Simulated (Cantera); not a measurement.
**Equilibrium for hydrogen reduction and annealing atmospheres: V₂O₅ + H₂ + N₂**

A closed system holds: 1 mol V₂O₅, 0.66 mol H₂, 0.45 mol N₂, equilibrated at 21.0 Pa.

These are equilibrium values from Cantera (NASA tables, ideal gas, pure condensed phases), not measurements of a reactor. Candidate condensed phases: H₂O, V, VN, VO, V₂O₃, V₂O₄, V₂O₅; 28 gas species. Condensed phases not in the tables: the oxides between V₂O₃ and V₂O₅ other than VO₂. Gases not in the tables: V₄O₁₀. The numbers say what is thermodynamically allowed, not how fast it happens.

```csv
T (K),x H₂O,x N₂,x O₂,x OH,x NO,x VO₂,x H₂,n V₂O₄(s),n V₂O₅(s)
898,0.553,0.377,0.0698,1.85e-7,3.58e-6,<1e-12,4.29e-10,0.826,0.174
948,0.516,0.352,0.133,6.62e-7,9.09e-6,<1e-12,1.66e-9,1.00,0
998,0.516,0.352,0.133,1.86e-6,1.63e-5,4.72e-12,8.04e-9,1.00,0
1048,0.516,0.352,0.133,4.73e-6,2.75e-5,6.67e-11,3.35e-8,1.00,0
1098,0.516,0.352,0.133,1.11e-5,4.43e-5,7.35e-10,1.22e-7,1.00,0
1148,0.516,0.352,0.133,2.41e-5,6.86e-5,6.54e-9,4.01e-7,1.00,0
1198,0.516,0.352,0.133,4.90e-5,0.000102,4.82e-8,1.19e-6,1.00,0
1248,0.516,0.351,0.133,9.43e-5,0.000148,3.01e-7,3.24e-6,1.00,0
1298,0.516,0.351,0.133,0.000172,0.000207,1.62e-6,8.18e-6,1.000,0
1348,0.515,0.351,0.133,0.000302,0.000284,7.70e-6,1.93e-5,1.000,0
1398,0.515,0.351,0.132,0.000507,0.000380,3.25e-5,4.28e-5,1.000,0
1448,0.515,0.351,0.132,0.000822,0.000498,0.000124,8.99e-5,1.000,0
```
x: gas mole fraction; n: condensed amount in mol.

At 898 K the condensed part is V₂O₄(s) + V₂O₅(s). From 948 K to 1448 K the condensed part is V₂O₄(s).
